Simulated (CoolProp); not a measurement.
Vapour-liquid equilibrium of m-xylene (1) + n-decane (2) at 0.00751 MPa; x and y are mole fractions of (1).

The numbers come from the multi-fluid Helmholtz-energy mixture model, Zhou 2012 and Lemmon 2006; pair parameters Bell 2016 in CoolProp.

```json
[
 {"x": "0.05", "bubble temperature, mixture model (K)": "364.0", "bubble temperature, Raoult's law (K)": "364.4", "y, mixture model": "0.167", "y, Raoult's law": "0.153"},
 {"x": "0.125", "bubble temperature, mixture model (K)": "360.0", "bubble temperature, Raoult's law (K)": "360.7", "y, mixture model": "0.353", "y, Raoult's law": "0.335"},
 {"x": "0.2", "bubble temperature, mixture model (K)": "356.5", "bubble temperature, Raoult's law (K)": "357.4", "y, mixture model": "0.488", "y, Raoult's law": "0.474"},
 {"x": "0.275", "bubble temperature, mixture model (K)": "353.6", "bubble temperature, Raoult's law (K)": "354.5", "y, mixture model": "0.591", "y, Raoult's law": "0.582"},
 {"x": "0.35", "bubble temperature, mixture model (K)": "351.0", "bubble temperature, Raoult's law (K)": "351.8", "y, mixture model": "0.672", "y, Raoult's law": "0.668"},
 {"x": "0.425", "bubble temperature, mixture model (K)": "348.7", "bubble temperature, Raoult's law (K)": "349.4", "y, mixture model": "0.737", "y, Raoult's law": "0.738"},
 {"x": "0.5", "bubble temperature, mixture model (K)": "346.7", "bubble temperature, Raoult's law (K)": "347.2", "y, mixture model": "0.791", "y, Raoult's law": "0.795"},
 {"x": "0.575", "bubble temperature, mixture model (K)": "344.7", "bubble temperature, Raoult's law (K)": "345.1", "y, mixture model": "0.836", "y, Raoult's law": "0.842"},
 {"x": "0.65", "bubble temperature, mixture model (K)": "343.0", "bubble temperature, Raoult's law (K)": "343.3", "y, mixture model": "0.875", "y, Raoult's law": "0.881"},
 {"x": "0.725", "bubble temperature, mixture model (K)": "341.3", "bubble temperature, Raoult's law (K)": "341.5", "y, mixture model": "0.909", "y, Raoult's law": "0.914"},
 {"x": "0.8", "bubble temperature, mixture model (K)": "339.8", "bubble temperature, Raoult's law (K)": "339.9", "y, mixture model": "0.938", "y, Raoult's law": "0.942"},
 {"x": "0.875", "bubble temperature, mixture model (K)": "338.3", "bubble temperature, Raoult's law (K)": "338.4", "y, mixture model": "0.964", "y, Raoult's law": "0.967"},
 {"x": "0.95", "bubble temperature, mixture model (K)": "337.0", "bubble temperature, Raoult's law (K)": "337.0", "y, mixture model": "0.986", "y, Raoult's law": "0.988"}
]
```

The largest gap from Raoult's law is -0.9 K in bubble temperature, at x = 0.2. No azeotrope shows between x = 0.05 and 0.95.

Pair parameters are fitted to limited data, so mixtures are less certain than the pure fluids.
